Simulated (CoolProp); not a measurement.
Model: reference Helmholtz-energy equation of state, de Reuck 1990, in CoolProp.

Task: Give the vapour pressure (MPa), liquid density (kg/m³), enthalpy of vaporisation (kJ/kg), surface tension (mN/m) of saturated fluorine at -193.45, -178.45, -174.65 °C.

Result: 
| T (°C) | p (MPa) | liquid density (kg/m³) | enthalpy of vaporisation (kJ/kg) | surface tension (mN/m) |
|---|---|---|---|---|
| -193.45 | 0.0526 | 1540 | 179 | 15.0 |
| -178.45 | 0.271 | 1430 | 165 | 10.9 |
| -174.65 | 0.378 | 1400 | 160 | 9.85 |

Surface tension comes from a separate correlation (Mulero 2012).
